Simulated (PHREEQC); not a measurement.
Consider water at 25 °C with 0.0073 mol KHCO3 and 0.23 mol NaF per kg of water. Closed to the air; pH follows from the charge balance.

The numbers come from PHREEQC with the ion-association model, wateq4f.dat.

- pH: 7.90
- ionic strength: 0.224 mol/kgw
- activity of water: 0.992
- total alkalinity: 7.30 meq/kg

```
species  molality  activity   log γ
-------  --------  --------  ------
F-          0.217     0.151  -0.156
Na+         0.216     0.160  -0.132
NaF        0.0132    0.0139   0.022
K+        0.00730   0.00513  -0.153
HCO3-     0.00662   0.00489  -0.131
NaHCO3   0.000417  0.000439   0.022
CO2      0.000131  0.000138   0.022
NaCO3-    7.39e-5   5.46e-5  -0.131
CO3-2     6.15e-5   1.84e-5  -0.525
HF        2.69e-6   2.83e-6   0.022
HF2-      2.36e-6   1.64e-6  -0.156
OH-       1.14e-6   7.96e-7  -0.156
H+        1.57e-8   1.25e-8  -0.101
```

No solid was allowed to form.
